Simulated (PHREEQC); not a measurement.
Make-up at 65 °C: 0.0021 mol CuCl2, 0.029 mol H2SO4, 0.005 mol H3BO3 and 0.00048 mol NaHCO3 per kg of water. Closed to the air; pH follows from the charge balance.

Model: ion-association model, wateq4f.dat, run in PHREEQC.

```yaml
pH: 1.53
ionic_strength: 0.0452 mol/kgw
total_alkalinity: -57.5 meq/kg
```

```tsv
species	molality	activity	log γ
H+	0.0345	0.0292	-0.071
HSO4-	0.0231	0.0188	-0.089
SO4-2	0.00547	0.00245	-0.348
H3BO3	0.00500	0.00505	0.005
Cl-	0.00415	0.00335	-0.093
Cu+2	0.00158	0.000743	-0.329
CO2	0.000480	0.000485	0.005
Na+	0.000473	0.000386	-0.088
CuSO4	0.000470	0.000475	0.005
CuCl+	4.65e-5	3.77e-5	-0.091
NaSO4-	7.22e-6	5.94e-6	-0.085
CuCl2	9.83e-8	9.93e-8	0.005
```

This is a speciation only: nothing precipitates in the calculation. Species that the database lacks are ignored. At this temperature some constants are extrapolated from 25 °C, and those without enthalpy data are left unchanged.
